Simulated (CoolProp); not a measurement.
R236EA along the isobar 6 MPa: fugacity coefficient from the reference equation and from simpler models built on Tc = 139.3 °C, pc = 3.414 MPa, ω = 0.368; each cubic takes its own stable root.

Model: reference Helmholtz-energy equation of state, Rui 2013, in CoolProp.

```
T (°C)   phase  reference
------  ------  ---------
-23.35  liquid   0.005523
-6.55   liquid    0.01237
10.35   liquid    0.02457
27.25   liquid    0.04408
44.15   liquid    0.07273
60.95   liquid     0.1116
77.85   liquid     0.1620
94.75   liquid     0.2234
111.65  liquid     0.2948
128.45  liquid     0.3734
```

Problem. How far does each simpler model (Redlich-Kwong, Soave-Redlich-Kwong) lie from the reference over these 10 states: mean and median of the absolute difference, and the worst?

Solution. 
- Redlich-Kwong: mean 75.0 %, median 55.0 %, worst +208.9 % at -23.35 °C and 6 MPa
- Soave-Redlich-Kwong: mean 3.9 %, median 4.2 %, worst +4.9 % at 94.75 °C and 6 MPa
